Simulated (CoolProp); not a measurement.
n-dodecane along the isotherm 620 K: Z from the reference equation and from simpler models built on Tc = 658.1 K, pc = 1.818 MPa, ω = 0.574; each cubic takes its own stable root.

The numbers come from the reference Helmholtz-energy equation of state, Lemmon 2004 in CoolProp. It is a short technical equation, of lower accuracy than the large ones.

```tsv
p (MPa)	phase	reference
0.00862	gas	0.9976
0.0153	gas	0.9957
0.0273	gas	0.9923
0.0485	gas	0.9864
0.0862	gas	0.9756
0.153	gas	0.9563
0.273	gas	0.9204
0.485	gas	0.8527
0.862	gas	0.7106
1.53	liquid	0.1158
2.73	liquid	0.1979
```

Q: How far does each simpler model (Redlich-Kwong, Soave-Redlich-Kwong) lie from the reference over these 11 states: mean and median of the absolute difference, and the worst?

A: 
- Redlich-Kwong: mean 8.1 %, median 0.9 %, worst +41.6 % at 620 K and 1.53 MPa
- Soave-Redlich-Kwong: mean 5.8 %, median 0.7 %, worst +28.6 % at 620 K and 1.53 MPa
